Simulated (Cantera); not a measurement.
A Cantera script and its output.

```python
import numpy as np
import cantera as ct

gas = ct.Solution("h2o2.yaml")
gas.TPX = 700, 100000, {'H2': 1, 'O2': 0.333, 'N2': 1.25, 'H2O': 0.17}
flame = ct.FreeFlame(gas, width=0.04)
flame.set_refine_criteria(ratio=3, slope=0.08, curve=0.16)
flame.transport_model = "mixture-averaged"
flame.solve(loglevel=0, auto=True)
z, T = flame.grid, flame.T
thick = (T[-1] - T[0]) / np.gradient(T, z).max()
show = ['H2', 'O2', 'H', 'HO2', 'OH', 'H2O']
print(f"laminar burning velocity  {flame.velocity[0] * 100:.3f} cm/s")
print(f"burnt temperature         {T[-1]:.1f} K")
print(f"thermal thickness         {thick * 1e3:.4f} mm")
print(f"grid points               {len(z)}")
z0 = z[flame.heat_release_rate.argmax()]
print(f"{'z/mm':>9s}{'T/K':>9s}{'u/(m/s)':>9s}" + "".join(f"{s:>11s}" for s in show))
rows = []
for k in (-3, -2, -1.5, -1, -0.5, -0.25, 0, 0.25, 0.5, 1, 2, 4, 8):
    zz = z0 + k * thick
    rows.append([k * thick, np.interp(zz, z, T), np.interp(zz, z, flame.velocity),
                 *(np.interp(zz, z, flame.X[gas.species_index(s)]) for s in show)])
    print(f"{rows[-1][0] * 1e3:9.3f}{rows[-1][1]:9.1f}{rows[-1][2]:9.3f}" + "".join(f"{x:11.3e}" for x in rows[-1][3:]))
```

It prints:

```
laminar burning velocity  1089.355 cm/s
burnt temperature         2404.8 K
thermal thickness         0.4690 mm
grid points               135
     z/mm      T/K  u/(m/s)         H2         O2          H        HO2         OH        H2O
   -1.407    700.0   10.894  3.632e-01  1.210e-01  1.930e-15  1.034e-11  8.830e-18  6.175e-02
   -0.938    700.0   10.894  3.632e-01  1.210e-01  1.890e-12  8.190e-11  7.852e-15  6.175e-02
   -0.704    700.0   10.894  3.632e-01  1.210e-01  3.490e-10  5.898e-09  1.259e-12  6.175e-02
   -0.469    700.0   10.894  3.632e-01  1.210e-01  1.524e-07  8.463e-07  5.875e-10  6.175e-02
   -0.235    711.6   11.044  3.607e-01  1.209e-01  2.469e-04  2.151e-04  3.847e-05  6.254e-02
   -0.117    869.3   13.267  3.349e-01  1.162e-01  6.723e-03  2.082e-04  6.282e-04  7.797e-02
    0.000   1265.2   18.742  2.325e-01  7.883e-02  4.553e-02  8.655e-05  3.251e-03  1.599e-01
    0.117   1556.2   22.742  1.371e-01  2.484e-02  7.905e-02  2.458e-05  8.146e-03  2.610e-01
    0.235   1688.4   24.488  1.166e-01  9.970e-03  7.965e-02  9.249e-06  1.053e-02  2.898e-01
    0.469   1823.1   26.195  1.176e-01  6.101e-03  6.741e-02  5.183e-06  1.195e-02  3.000e-01
    0.938   1963.6   27.918  1.222e-01  4.304e-03  5.231e-02  3.356e-06  1.227e-02  3.081e-01
    1.876   2098.1   29.515  1.260e-01  2.695e-03  3.817e-02  2.021e-06  1.138e-02  3.171e-01
    3.752   2213.0   30.841  1.288e-01  1.457e-03  2.624e-02  1.112e-06  9.426e-03  3.258e-01
```

Model: the H2/O2 subset of GRI-Mech 3.0, which has no nitrogen chemistry, integrated in Cantera. Burning velocities carry a grid error of a few per cent, more on coarse grids.
